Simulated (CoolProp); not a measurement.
The numbers come from the reference Helmholtz-energy equation of state, Lemmon 2003 in CoolProp. It is a pseudo-pure fit of the blend.

Problem. For R407C, give the phase and the isothermal compressibility (1/MPa), conductivity (mW/(m K)), Prandtl number, fugacity coefficient at 302.9 K and 25.6 MPa; 331.1 K and 25.6 MPa; 387.4 K and 25.6 MPa.

Solution. 
- 302.9 K and 25.6 MPa: liquid; isothermal compressibility 0.00272, conductivity 97.9, Prandtl number 2.90, fugacity coefficient 0.0810
- 331.1 K and 25.6 MPa: liquid; isothermal compressibility 0.00386, conductivity 89.4, Prandtl number 2.55, fugacity coefficient 0.141
- 387.4 K and 25.6 MPa: supercritical; isothermal compressibility 0.00822, conductivity 75.2, Prandtl number 2.12, fugacity coefficient 0.306

Viscosity comes from a separate model (Geller 2000). Thermal conductivity comes from a separate model (Geller 2001).
